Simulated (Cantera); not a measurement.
Input: 1 mol Fe2O3, 0.12 mol SO2, 0.037 mol H2O, a varied amount of H2S, at 1598.15 K and 0.0130 bar.

Method: chemical equilibrium by Gibbs-energy minimisation in Cantera with the NASA 1993 tables (ideal gas, pure condensed phases). Candidate condensed phases: Fe, FeO, Fe(OH)2, Fe(OH)3, FeS, FeSO4, FeS2, Fe2O3, Fe2(SO4)3, Fe3O4, H2O, H2SO4, S; 22 gas species. Metal and sulfide melt together well below either melting point, which pure phases cannot show. Mutual solubility and eutectic melting of coexisting phases are not modelled. The tables' stoichiometric FeO is somewhat more stable than real wüstite, so its field is too wide. FeO, FeS: taken at fixed stoichiometry. Equilibrium is a limit: real reactors are often held back by kinetics, nucleation or transport.

### Question
Which condensed phases are stable at each of these points (n(H2S) (mol)): 0.27, 0.34, 0.42, 0.52, 0.65, 0.8, 1, 1.2, 1.5?

### Answer
| n(H2S) (mol) | condensed phases | Fe condensed (%) |
|---|---|---|
| 0.27 | FeO(s) + Fe3O4(s) | 100.0 |
| 0.34 | FeO(s) | 100.0 |
| 0.42 | FeO(s) | 100.0 |
| 0.52 | FeO(s) | 100.0 |
| 0.65 | FeO(s) | 100.0 |
| 0.8 | FeO(s) | 100.0 |
| 1 | FeO(s) + FeS(l) | 100.0 |
| 1.2 | FeO(s) + FeS(l) | 100.0 |
| 1.5 | FeO(s) + FeS(l) | 100.0 |

At 0.27 mol H2S the condensed part is FeO(s) + Fe3O4(s). From 0.34 mol H2S to 0.8 mol H2S the condensed part is FeO(s). From 1 mol H2S to 1.5 mol H2S the condensed part is FeO(s) + FeS(l).
